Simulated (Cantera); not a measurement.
Cu + F2 + H2 (aluminium and copper etching)

Feed: 1 mol Cu, 0.52 mol F2, 17 mol H2, equilibrated at 10.0 Torr.

Cantera equilibrium calculation (NASA polynomials, part measured and part estimated; ideal gas, pure solids and liquids). Candidate condensed phases: Cu, CuF2; 15 gas species. The numbers say what is thermodynamically allowed, not how fast it happens.

```tsv
T (K)	log p H2	log p HF	log p Cu	log p H	log p CuF	n Cu(s)	n Cu(l)
1173	-1.90	-3.10	-8.24	-7.88	-9.46	1.000	0
1198	-1.90	-3.10	-7.93	-7.67	-9.22	1.000	0
1223	-1.90	-3.10	-7.64	-7.47	-9.00	1.000	0
1248	-1.90	-3.10	-7.36	-7.28	-8.78	1.000	0
1273	-1.90	-3.10	-7.08	-7.10	-8.57	1.000	0
1298	-1.90	-3.10	-6.82	-6.92	-8.37	1.000	0
1323	-1.90	-3.10	-6.57	-6.75	-8.18	1.000	0
1348	-1.90	-3.10	-6.33	-6.59	-7.99	0.999	0
1373	-1.90	-3.10	-6.10	-6.43	-7.82	0	0.999
1398	-1.90	-3.10	-5.89	-6.28	-7.65	0	0.998
1423	-1.90	-3.10	-5.68	-6.13	-7.50	0	0.997
1448	-1.90	-3.10	-5.48	-5.99	-7.34	0	0.996
1473	-1.90	-3.10	-5.29	-5.85	-7.20	0	0.993
1498	-1.90	-3.10	-5.10	-5.72	-7.06	0	0.989
```
log p: log10 of the partial pressure in bar; n: condensed amount in mol.

From 1173 K to 1348 K the condensed part is Cu(s). From 1373 K to 1498 K the condensed part is Cu(l). The main Cu-bearing gas is Cu throughout.
